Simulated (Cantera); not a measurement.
Input: 1 mol Si, 1.6 mol H2, held at 1450 K and 1.00 bar.

Equilibrium computed with Cantera from the NASA thermochemical tables; the gas is ideal and each condensed phase is pure. Candidate condensed phases: Si; 9 gas species. Rates play no part.

Question: What is the equilibrium state?

Answer: 
* **x(H2)**: 1.000
* **x(H)**: 9.46e-6
* **n(Si(s))**: 1.000 mol
* **gas amount**: 1.600 mol
